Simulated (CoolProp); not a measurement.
Ammonia along the isotherm 436.2 K: fugacity coefficient from the reference equation and from simpler models built on Tc = 405.6 K, pc = 11.36 MPa, ω = 0.256; each cubic takes its own stable root.

Model: reference Helmholtz-energy equation of state, Gao 2020, in CoolProp.

```
p (MPa)  phase  reference
-------  -----  ---------
0.406      gas     0.9899
0.812      gas     0.9798
1.22       gas     0.9697
1.62       gas     0.9598
2.03       gas     0.9498
2.44       gas     0.9398
2.84       gas     0.9301
3.25       gas     0.9201
3.65       gas     0.9105
4.06       gas     0.9006
4.46       gas     0.8911
4.87       gas     0.8813
5.28       gas     0.8716
5.68       gas     0.8621
```

Q: How far does each simpler model (Soave-Redlich-Kwong, Peng-Robinson) lie from the reference over these 14 states: mean and median of the absolute difference, and the worst?

A: 
- Soave-Redlich-Kwong: mean 0.5 %, median 0.5 %, worst +1.1 % at 436.2 K and 5.68 MPa
- Peng-Robinson: mean 0.4 %, median 0.4 %, worst -0.7 % at 436.2 K and 5.68 MPa
